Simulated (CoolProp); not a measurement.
Vapour-liquid equilibrium of R125 (1) + R245fa (2) at -73.15 °C; x and y are mole fractions of (1).

Values from CoolProp's multi-fluid Helmholtz-energy mixture model, Lemmon 2005 and Akasaka 2015; pair parameters Bell 2016.

```
x     bubble pressure (MPa)  y at the bubble point  dew pressure at overall composition x (MPa)  liquid density (mol/L)
----  ---------------------  ---------------------  -------------------------------------------  ----------------------
0.05               0.001987                  0.806                                    0.0004250                   11.85
0.2                0.006178                  0.947                                    0.0005035                   12.09
0.35               0.009840                  0.972                                    0.0006176                   12.33
0.5                 0.01324                  0.983                                    0.0007986                   12.58
0.65                0.01656                  0.990                                     0.001130                   12.81
0.8                 0.01991                  0.995                                     0.001929                   13.05
0.95                0.02339                  0.999                                     0.006515                   13.27
```

No azeotrope shows between x = 0.05 and 0.95.

The pair parameters rest on a limited set of measurements; away from them the model extrapolates.
